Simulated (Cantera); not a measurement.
Input: 1 mol PbO, 0.53 mol CO, 0.25 mol N2, held at 2175 K and 0.100 bar.

Equilibrium computed with Cantera from the NASA thermochemical tables; the gas is ideal and each condensed phase is pure. Candidate condensed phases: C, Pb, PbO, PbO2, Pb3O4; 27 gas species. Gases not in the tables: (PbO)n polymers. Kinetics and transport are ignored.

### Question
What is the equilibrium state?

### Answer
```
Item                                        Value
--------------------------------------  ---------
x(Pb)                                       0.349
x(CO2)                                      0.264
x(PbO)                                      0.188
x(N2)                                       0.133
x(O2)                                      0.0409
x(CO)                                      0.0209
x(NO)                                     0.00216
x(O)                                      0.00147
x(Pb2)                                    4.32e-5
gas amount                              1.861 mol
log10 activity of Pb(l) (absent)            -1.78
log10 activity of C(graphite) (absent)      -8.70
```
